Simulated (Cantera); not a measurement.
A Cantera script and what it prints.

```python
import numpy as np
import cantera as ct

gas_names = """
    H HO2 H2 H2O H2O2 H2S H2SO4 O OH O2 O3 S SH SO SO2 SO3 S2 S2O S8
""".split()
cond_names = """
    H2O(s) H2O(L) H2SO4(L) S(cr1) S(cr2) S(L)
""".split()


# ... load() reads the species with a 1 bar reference pressure and builds the phases ...
atoms = {
    'SO2': {'S': 1, 'O': 2},
    'H2': {'H': 2},
    'O2': {'O': 2},
}
top_T = {}  # K; cautious upper limits of use, not melting points


# ... equilibrate(T, P, feed) seeds the gas with the atoms and calls Mixture.equilibrate('TP', solver="vcs", rtol=1e-11, max_steps=5000) ...
results = []
feed = {'SO2': 1, 'H2': 0.057, 'O2': 1.3}  # mol
P = 530000  # Pa
for T in [2100, 2150, 2200, 2250, 2300, 2350, 2400, 2450]:
    mix = equilibrate(T, P, feed)
    results.append((T, P, feed, dict(zip(mix.species_names, mix.species_moles))))

top = {s: max(r[3][s] / sum(r[3][g] for g in gas_names) for r in results) for s in gas_names}
cols = sorted((s for s in top if top[s] > 0.001), key=lambda s: -top[s])[:6]
seen = [c for c in cond_names if any(r[3].get(c, 0) > 1e-12 for r in results)]
print("log10 of partial pressures in bar; condensed amounts in mol")
print(f"{'T/K':>10s}" + "".join(f"{s[:9]:>10s}" for s in cols + seen))
for T, P, feed, n in results:
    ng = sum(n[g] for g in gas_names)
    print(f"{T:10.4g}" + "".join(f"{np.log10(max(n[s] / ng * P / 1e5, 1e-99)):10.3f}" for s in cols)
          + "".join(f"{n.get(c, 0):10.4g}" for c in seen))
```

Output:

```
log10 of partial pressures in bar; condensed amounts in mol
       T/K        O2       SO2       H2O        OH         O       SO3
      2100     0.460     0.354    -0.899    -2.151    -2.627    -1.782
      2150     0.460     0.355    -0.902    -2.059    -2.479    -1.836
      2200     0.460     0.355    -0.906    -1.971    -2.338    -1.887
      2250     0.460     0.355    -0.910    -1.887    -2.203    -1.936
      2300     0.459     0.354    -0.915    -1.808    -2.074    -1.983
      2350     0.459     0.354    -0.921    -1.733    -1.951    -2.028
      2400     0.458     0.354    -0.928    -1.661    -1.833    -2.071
      2450     0.458     0.353    -0.935    -1.593    -1.719    -2.112
```

Equilibrium computed with Cantera from the NASA thermochemical tables; the gas is ideal and each condensed phase is pure.
